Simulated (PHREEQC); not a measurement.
Consider water at 37 °C with 0.12 mol FeSO4, 0.00011 mol CuCl2 and 6.7e-05 mol H2SO4 per kg of water. Closed to the air; pH follows from the charge balance.

Model: ion-association model, wateq4f.dat, run in PHREEQC.

| quantity | before | after |
|---|---|---|
| pH | 4.55 | 4.69 |
| ionic strength (mol/kgw) | 0.239 | 0.130 |
| FeSO4 (mol/kgw) | 0.0602 | 0.0274 |
| Fe+2 (mol/kgw) | 0.0598 | 0.0326 |
| SO4-2 (mol/kgw) | 0.0597 | 0.0325 |
| HSO4- (mol/kgw) | 8.14e-5 | 3.73e-5 |
| SI of Melanterite (FeSO4:7H2O) | -1.47 | -1.82 |
| SI of Tenorite (CuO) | -2.88 | -2.77 |

**Question.** What was changed between the two runs?
(A) diluted 2-fold with water
(B) 0.0028 mol/kgw MgSO4 added
(C) diluted 10-fold with water
(D) CuCl2 from 0.00011 to 9.9e-05 mol/kgw
(E) diluted 100-fold with water

**Answer.** A, diluted 2-fold with water

This is a speciation only: nothing precipitates in the calculation. At this temperature some constants are extrapolated from 25 °C, and those without enthalpy data are left unchanged.
